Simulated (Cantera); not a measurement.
A Cantera script and its output.

```python
import numpy as np
import cantera as ct

gas = ct.Solution("h2o2.yaml")
gas.TPX = 1300, 101325, {'H2': 1, 'O2': 1.32, 'N2': 4.95}
reactor = ct.IdealGasReactor(gas, energy="on", clone=False)
net = ct.ReactorNet([reactor])
net.rtol, net.atol = 1e-08, 1e-16
show = ['H2', 'O2', 'OH', 'HO2', 'H2O', 'O', 'H2O2']
times = np.geomspace(2e-06, 1, 13)

steps = ct.SolutionArray(gas, extra=["t"])
rows = []
print(f"{'t/s':>10s}{'T/K':>9s}{'P/Pa':>11s}" + "".join(f"{s:>11s}" for s in show))
for t in times:
    while net.time < t:
        t_next = net.step()
        steps.append(gas.state, t=t_next)
    rows.append([np.interp(t, steps.t, y) for y in (steps.T, steps.P, *steps(*show).X.T)])
    print(f"{t:10.3e}{rows[-1][0]:9.1f}{rows[-1][1]:11.4g}" + "".join(f"{x:11.3e}" for x in rows[-1][2:]))
rate = np.gradient(steps.T, steps.t)
print("integrator steps:", len(steps.t))
if steps.T.max() > steps.T[0] + 200:
    print(f"time of steepest temperature rise: {steps.t[rate.argmax()]:.4e} s")
gas.TPX = 1300, 101325, {'H2': 1, 'O2': 1.32, 'N2': 4.95}
gas.equilibrate("UV")
print(f"equilibrium (UV): T = {gas.T:.1f} K  " + "  ".join(f"{s} {gas[s].X[0]:.3e}" for s in show))
```

Result:

```
       t/s      T/K       P/Pa         H2         O2         OH        HO2        H2O          O       H2O2
 2.000e-06   1300.0  1.013e+05  1.376e-01  1.816e-01  4.081e-09  2.118e-08  1.132e-08  5.883e-09  3.903e-11
 5.970e-06   1300.0  1.013e+05  1.376e-01  1.816e-01  5.248e-08  8.568e-08  3.131e-07  7.956e-08  3.956e-10
 1.782e-05   1300.2  1.013e+05  1.373e-01  1.814e-01  2.758e-05  1.378e-05  1.944e-04  4.125e-05  6.097e-08
 5.318e-05   2101.1  1.563e+05  7.872e-03  1.116e-01  1.841e-02  2.143e-05  1.221e-01  1.677e-02  4.767e-07
 1.587e-04   2405.0  1.756e+05  1.652e-03  1.169e-01  1.132e-02  9.702e-06  1.392e-01  3.341e-03  3.305e-07
 4.738e-04   2423.5  1.767e+05  1.259e-03  1.175e-01  1.007e-02  1.029e-05  1.405e-01  2.548e-03  3.809e-07
 1.414e-03   2423.5  1.767e+05  1.259e-03  1.175e-01  1.007e-02  1.029e-05  1.405e-01  2.548e-03  3.809e-07
 4.221e-03   2423.5  1.767e+05  1.259e-03  1.175e-01  1.007e-02  1.029e-05  1.405e-01  2.548e-03  3.809e-07
 1.260e-02   2423.5  1.767e+05  1.259e-03  1.175e-01  1.007e-02  1.029e-05  1.405e-01  2.548e-03  3.809e-07
 3.761e-02   2423.5  1.767e+05  1.259e-03  1.175e-01  1.007e-02  1.029e-05  1.405e-01  2.548e-03  3.809e-07
 1.122e-01   2423.5  1.767e+05  1.259e-03  1.175e-01  1.007e-02  1.029e-05  1.405e-01  2.548e-03  3.809e-07
 3.350e-01   2423.5  1.767e+05  1.259e-03  1.175e-01  1.007e-02  1.029e-05  1.405e-01  2.548e-03  3.809e-07
 1.000e+00   2423.5  1.767e+05  1.259e-03  1.175e-01  1.007e-02  1.029e-05  1.405e-01  2.548e-03  3.809e-07
integrator steps: 1091
time of steepest temperature rise: 3.0677e-05 s
equilibrium (UV): T = 2423.5 K  H2 1.259e-03  O2 1.175e-01  OH 1.007e-02  HO2 1.029e-05  H2O 1.405e-01  O 2.548e-03  H2O2 3.809e-07
```

Cantera simulation using the H2/O2 subset of GRI-Mech 3.0, which has no nitrogen chemistry; the numbers are that mechanism's predictions, not measurements.
